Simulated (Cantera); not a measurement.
# NO annealing gas

An isothermal, constant-pressure homogeneous reactor starts with 74.1 % NO, 25.9 % N2, at 1898 K and 62.3 Torr.

Cantera simulation using GRI-Mech 3.0 (53 species, 325 reactions); the numbers are that mechanism's predictions, not measurements.

| t (s) | x NO | x O2 | x O | x N2O | x NO2 | x N2 |
|---|---|---|---|---|---|---|
| 0.000600 | 0.741 | 2.35e-7 | 1.31e-5 | 1.41e-5 | 1.88e-6 | 0.259 |
| 0.00125 | 0.741 | 1.07e-6 | 2.52e-5 | 2.85e-5 | 6.78e-6 | 0.259 |
| 0.00262 | 0.741 | 5.45e-6 | 4.69e-5 | 5.57e-5 | 2.08e-5 | 0.259 |
| 0.00548 | 0.740 | 3.12e-5 | 8.15e-5 | 0.000101 | 4.77e-5 | 0.259 |
| 0.0115 | 0.740 | 0.000150 | 0.000113 | 0.000160 | 7.14e-5 | 0.259 |
| 0.0240 | 0.739 | 0.000493 | 0.000126 | 0.000205 | 7.98e-5 | 0.260 |
| 0.0501 | 0.738 | 0.00127 | 0.000133 | 0.000218 | 8.44e-5 | 0.261 |
| 0.105 | 0.734 | 0.00293 | 0.000140 | 0.000215 | 9.08e-5 | 0.262 |
| 0.219 | 0.727 | 0.00641 | 0.000153 | 0.000209 | 0.000103 | 0.266 |
| 0.458 | 0.713 | 0.0137 | 0.000177 | 0.000198 | 0.000124 | 0.273 |
| 0.957 | 0.682 | 0.0290 | 0.000219 | 0.000176 | 0.000157 | 0.288 |
| 2.00 | 0.620 | 0.0598 | 0.000283 | 0.000140 | 0.000197 | 0.319 |
x: mole fraction; the columns are a selection and need not sum to one.

Equilibrium at this temperature and pressure: NO 0.00674, O2 0.367, O 0.000620, N2O 9.82e-8, NO2 5.29e-6, N2 0.626 (gas phase only).
